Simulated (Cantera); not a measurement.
An adiabatic, constant-volume homogeneous reactor starts with CH₄ : O₂ : N₂ = 1 : 1.82 : 6.84 (molar parts), at 1498 K and 750 Torr. Integrator tolerance rtol = 1e-08.

Cantera simulation using GRI-Mech 3.0 (53 species, 325 reactions); the numbers are that mechanism's predictions, not measurements.

**Question.** What does this change do: constant pressure in place of constant volume?

**Answer.** 
| quantity | before | after |
|---|---|---|
| time of steepest temperature rise | 1.18 ms | 1.25 ms |
| temperature at 0.300 s | 2922 K | 2750 K |
| equilibrium temperature | 2922 K | 2750 K |
| x(CH₄) at 0.300 s | <1e-12 (gas-phase equilibrium <1e-12) | <1e-12 (gas-phase equilibrium <1e-12) |
| x(O₂) at 0.300 s | 0.0146 (gas-phase equilibrium 0.0146) | 0.0125 (gas-phase equilibrium 0.0125) |
| x(CH₂O) at 0.300 s | 1.39e-9 (gas-phase equilibrium 1.39e-9) | 5.20e-10 (gas-phase equilibrium 5.20e-10) |
| x(C₂H) at 0.300 s | <1e-12 (gas-phase equilibrium <1e-12) | <1e-12 (gas-phase equilibrium <1e-12) |
| x(CH₂CO) at 0.300 s | <1e-12 (gas-phase equilibrium <1e-12) | <1e-12 (gas-phase equilibrium <1e-12) |
| x(NO₂) at 0.300 s | 2.43e-6 (gas-phase equilibrium 2.43e-6) | 1.32e-6 (gas-phase equilibrium 1.32e-6) |
| x(O) at 0.300 s | 0.00722 (gas-phase equilibrium 0.00722) | 0.00500 (gas-phase equilibrium 0.00500) |
